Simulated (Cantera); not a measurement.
Charge: 1 mol Fe(CO)5, 7.6 mol CO, 1.7 mol N2, held at 1098.15 K.

Method: chemical equilibrium by Gibbs-energy minimisation in Cantera with the NASA 1993 tables (ideal gas, pure condensed phases). Candidate condensed phases: C, Fe, Fe(CO)5, FeO, Fe2O3, Fe3O4; 27 gas species. The numbers say what is thermodynamically allowed, not how fast it happens.

Problem. At 1.00 mbar, list the 3 most abundant gas species with their mole fractions, and the condensed phases.

Solution. CO 0.881, N2 0.119, CO2 7.07e-5. Condensed: Fe(α).
